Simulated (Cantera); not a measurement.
## Premixed flame

A freely propagating, adiabatic, planar premixed flame of H₂ : O₂ : N₂ = 1 : 0.208 : 0.583 (molar parts), unburnt at 573 K and 0.100 bar; mixture-averaged transport, grid criteria slope 0.08 and curve 0.16, no radiation.

Detailed kinetics in Cantera: the H2/O2 subset of GRI-Mech 3.0, which has no nitrogen chemistry. Burning velocities carry a grid error of a few per cent, more on coarse grids.

```csv
z (mm),T (K),u (m/s),x H₂,x O₂,x OH,x H₂O,x O,x H
-25.6,573,6.80,0.558,0.116,<1e-8,<1e-8,<1e-8,<1e-8
-17.1,573,6.80,0.558,0.116,<1e-8,<1e-8,<1e-8,<1e-8
-12.8,573,6.80,0.558,0.116,<1e-8,<1e-8,<1e-8,<1e-8
-8.53,573,6.80,0.558,0.116,<1e-8,4.74e-8,<1e-8,5.67e-7
-4.26,585,6.92,0.556,0.116,2.49e-5,0.000735,9.93e-6,0.000686
-2.13,712,8.32,0.530,0.112,0.000194,0.0122,0.000225,0.0143
0,1080,12.3,0.374,0.0609,0.00168,0.120,0.00402,0.101
2.13,1310,14.9,0.272,0.00423,0.00216,0.231,0.00184,0.149
4.26,1393,15.7,0.272,0.000630,0.00245,0.239,0.00120,0.143
8.53,1492,16.7,0.281,0.000483,0.00306,0.241,0.00122,0.129
17.1,1611,17.9,0.293,0.000439,0.00372,0.242,0.00117,0.112
34.1,1740,19.2,0.307,0.000357,0.00421,0.245,0.000999,0.0923
68.2,1871,20.4,0.320,0.000255,0.00434,0.248,0.000748,0.0727
```
x: mole fraction of selected species; z is measured from the peak of heat release.

The laminar burning velocity is 680 cm/s and the thermal thickness comes out as 8.53 mm. The peak x(OH) is 0.00436, the peak x(O) is 0.00435 and the peak x(H) comes out as 0.149. The grid points is 142.
